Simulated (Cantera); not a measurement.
An adiabatic, constant-pressure homogeneous reactor starts with H2 : O2 : N2 : H2O = 1 : 0.526 : 1.98 : 0.36 (molar parts), at 1125 K and 300000 Pa. Integrator tolerance rtol = 1e-08.

Detailed kinetics in Cantera: the H2/O2 subset of GRI-Mech 3.0, which has no nitrogen chemistry. The hydrogen kinetics of GRI-Mech 3.0 are dated; newer H2 mechanisms differ, most at raised pressure.

Task: What does this change do: N2 1.98 to 4.1 parts?

Result: 
```json
[
 {"quantity": "time of steepest temperature rise", "before": "0.500 ms", "after": "0.296 ms"},
 {"quantity": "temperature at 4.00 s", "before": "2655 K", "after": "2262 K"},
 {"quantity": "equilibrium temperature", "before": "2655 K", "after": "2262 K"},
 {"quantity": "x(H2) at 4.00 s", "before": "0.0215 (gas-phase equilibrium 0.0215)", "after": "0.00316 (gas-phase equilibrium 0.00316)"},
 {"quantity": "x(O2) at 4.00 s", "before": "0.0141 (gas-phase equilibrium 0.0141)", "after": "0.00552 (gas-phase equilibrium 0.00552)"},
 {"quantity": "x(H2O) at 4.00 s", "before": "0.364 (gas-phase equilibrium 0.364)", "after": "0.242 (gas-phase equilibrium 0.242)"},
 {"quantity": "x(O) at 4.00 s", "before": "0.00205 (gas-phase equilibrium 0.00205)", "after": "0.000171 (gas-phase equilibrium 0.000171)"},
 {"quantity": "x(H2O2) at 4.00 s", "before": "7.22e-7 (gas-phase equilibrium 7.22e-7)", "after": "1.25e-7 (gas-phase equilibrium 1.25e-7)"},
 {"quantity": "x(H) at 4.00 s", "before": "0.00407 (gas-phase equilibrium 0.00407)", "after": "0.000259 (gas-phase equilibrium 0.000259)"},
 {"quantity": "x(HO2) at 4.00 s", "before": "6.91e-6 (gas-phase equilibrium 6.91e-6)", "after": "9.68e-7 (gas-phase equilibrium 9.68e-7)"}
]
```

Task: What does this change do: initial temperature 1125 to 1448 K?

Result: 
| quantity | before | after |
|---|---|---|
| time of steepest temperature rise | 0.500 ms | 6.25 µs |
| temperature at 4.00 s | 2655 K | 2797 K |
| equilibrium temperature | 2655 K | 2797 K |
| x(H2) at 4.00 s | 0.0215 (gas-phase equilibrium 0.0215) | 0.0324 (gas-phase equilibrium 0.0324) |
| x(O2) at 4.00 s | 0.0141 (gas-phase equilibrium 0.0141) | 0.0175 (gas-phase equilibrium 0.0175) |
| x(H2O) at 4.00 s | 0.364 (gas-phase equilibrium 0.364) | 0.342 (gas-phase equilibrium 0.342) |
| x(O) at 4.00 s | 0.00205 (gas-phase equilibrium 0.00205) | 0.00412 (gas-phase equilibrium 0.00412) |
| x(H2O2) at 4.00 s | 7.22e-7 (gas-phase equilibrium 7.22e-7) | 9.79e-7 (gas-phase equilibrium 9.79e-7) |
| x(H) at 4.00 s | 0.00407 (gas-phase equilibrium 0.00407) | 0.00848 (gas-phase equilibrium 0.00848) |
| x(HO2) at 4.00 s | 6.91e-6 (gas-phase equilibrium 6.91e-6) | 1.08e-5 (gas-phase equilibrium 1.08e-5) |
